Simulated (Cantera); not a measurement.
A freely propagating, adiabatic, planar premixed flame of 35.0 % CO, 1.33 % H2, 13.0 % O2, 48.7 % N2, 2.00 % H2O, unburnt at 348 K and 760 Torr; multicomponent+Soret transport, grid criteria slope 0.08 and curve 0.16, no radiation.

Computed with Cantera and GRI-Mech 3.0 (53 species, 325 reactions). Burning velocities carry a grid error of a few per cent, more on coarse grids.

Q: Predict: laminar burning velocity; thermal thickness; peak x(HO2).

A: 
| Item | Result |
|---|---|
| laminar burning velocity | 68.6 cm/s |
| thermal thickness | 0.617 mm |
| peak x(HO2) | 0.000318 |
